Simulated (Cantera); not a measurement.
An adiabatic, constant-pressure homogeneous reactor starts with CH₄ : C₂H₆ : O₂ : N₂ = 1 : 0.073 : 0.67 : 4.04 (molar parts), at 1775 K and 0.610 bar.

Model: GRI-Mech 3.0 (53 species, 325 reactions), integrated in Cantera.

**Question.** Predict: time of steepest temperature rise; temperature at 0.500 s; equilibrium temperature; x(CH₄) at 0.500 s; x(O₂) at 0.500 s; x(CO) at 0.500 s; x(NO) at 0.500 s.

**Answer.** 
| Quantity | Value |
|---|---|
| time of steepest temperature rise | 0.139 ms |
| temperature at 0.500 s | 2088 K |
| equilibrium temperature | 2088 K |
| x(CH₄) at 0.500 s | 5.11e-9 (gas-phase equilibrium 1.40e-9) |
| x(O₂) at 0.500 s | 3.62e-9 (gas-phase equilibrium 3.62e-9) |
| x(CO) at 0.500 s | 0.152 (gas-phase equilibrium 0.152) |
| x(NO) at 0.500 s | 1.09e-5 (gas-phase equilibrium 1.06e-6) |
